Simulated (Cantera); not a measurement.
An adiabatic, constant-volume homogeneous reactor starts with CO : H2 : O2 : N2 = 1 : 0.46 : 1.2 : 9.57 (molar parts), at 1173 K and 3600 Torr. Integrator tolerance rtol = 1e-08.

Cantera simulation using GRI-Mech 3.0 (53 species, 325 reactions); the numbers are that mechanism's predictions, not measurements. The hydrogen kinetics of GRI-Mech 3.0 are dated; newer H2 mechanisms differ, most at raised pressure.

```
quantity                                                              before                                      after
---------------------------------  -----------------------------------------  -----------------------------------------
time of steepest temperature rise                                    56.8 µs                                    58.2 µs
temperature at 4.00 s                                                 2270 K                                     2069 K
equilibrium temperature                                               2270 K                                     2069 K
x(CO) at 4.00 s                      0.00143 (gas-phase equilibrium 0.00143)  0.000465 (gas-phase equilibrium 0.000465)
x(H2) at 4.00 s                    0.000119 (gas-phase equilibrium 0.000119)    4.41e-5 (gas-phase equilibrium 4.41e-5)
x(O2) at 4.00 s                        0.0378 (gas-phase equilibrium 0.0378)      0.0388 (gas-phase equilibrium 0.0388)
x(NO2) at 4.00 s                     9.35e-6 (gas-phase equilibrium 9.35e-6)    5.91e-6 (gas-phase equilibrium 5.91e-6)
x(OH) at 4.00 s                      0.00155 (gas-phase equilibrium 0.00155)  0.000792 (gas-phase equilibrium 0.000792)
```

Question: Name the change that produced these shifts.
(A) initial temperature 1173 to 1023 K
(B) constant pressure in place of constant volume
(C) pressure from 3600 Torr to 975 Torr
(D) CO 1 to 1.6 parts

Answer: B, constant pressure in place of constant volume
